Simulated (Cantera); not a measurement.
**BN + H2O + N2 (nitride etching)**

Feed: 1 mol BN, 16 mol H2O, 3.5 mol N2, equilibrated at 1525 °C and 1900 Pa.

Cantera equilibrium calculation (NASA polynomials, part measured and part estimated; ideal gas, pure solids and liquids). Candidate condensed phases: B, BN, B2O3, B3O3H3, H2O; 39 gas species. The numbers say what is thermodynamically allowed, not how fast it happens.

```
Property                                  Value
------------------------------------  ---------
x(H2O)                                    0.682
x(N2)                                     0.195
x(H2)                                    0.0730
x(HBO2)                                  0.0482
x(H)                                   0.000690
x(OH)                                  0.000424
x(B2O3)                                0.000250
x(BO2)                                  3.64e-5
x(NO)                                   1.61e-5
gas amount                            20.51 mol
log10 activity of B(s) (absent)           -8.81
log10 activity of B3O3H3(s) (absent)     -22.08
```
